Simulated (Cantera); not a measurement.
A closed system holds: 1 mol borazine, 0.11 mol O2, 70 mol H2, at 2398.15 K and 0.820 bar.

Equilibrium computed with Cantera from the NASA thermochemical tables; the gas is ideal and each condensed phase is pure. Candidate condensed phases: B, BN, B2O3, B3O3H3, H2O; 39 gas species. The feed counts by its element totals alone. The tables' values for BH2 are old estimates; treat these amounts as uncertain. Gases not in the tables: B2H6 and higher boranes. Rates play no part.

Base state: H2 0.957, N2 0.0199, H 0.0170, BH2 0.00283, HBO 0.00243, BO 0.000451, BH3 6.74e-5, B 3.81e-5 (mole fractions); condensed: B(l).

Problem. What changes in the equilibrium state with this change: temperature from 2398.15 K to 1248.15 K?

Solution. 
```json
[
 {"species": "H2", "before": "0.957", "after": "0.998"},
 {"species": "N2", "before": "0.0199", "after": "0.000748"},
 {"species": "H2O", "before": "2.41e-6", "after": "0.000740"},
 {"species": "H", "before": "0.0170", "after": "5.17e-7"},
 {"species": "HBO2", "before": "3.48e-7", "after": "4.82e-5"},
 {"species": "BH2", "before": "0.00283", "after": "<1e-9"},
 {"species": "BO", "before": "0.000451", "after": "<1e-9"},
 {"species": "B(l), mol", "before": "2.56", "after": "0"},
 {"species": "BN(s), mol", "before": "0", "after": "2.89"},
 {"species": "B2O3(l), mol", "before": "0", "after": "0.0528"}
]
```
Mutual solubility and eutectic melting of coexisting phases are not modelled. Gases not in the tables: H3BO3.

Problem. What changes in the equilibrium state with this change: O2 from 0.11 to 0.17 mol?

Solution. 
| species | before | after |
|---|---|---|
| H2 | 0.957 | 0.956 |
| N2 | 0.0199 | 0.0199 |
| H | 0.0170 | 0.0170 |
| HBO | 0.00243 | 0.00374 |
| BO | 0.000451 | 0.000694 |
| B2O2 | 1.03e-5 | 2.43e-5 |
| B2O | 1.44e-5 | 2.21e-5 |
| BH3 | 6.74e-5 | 6.72e-5 |
| B(l), mol | 2.56 | 2.44 |
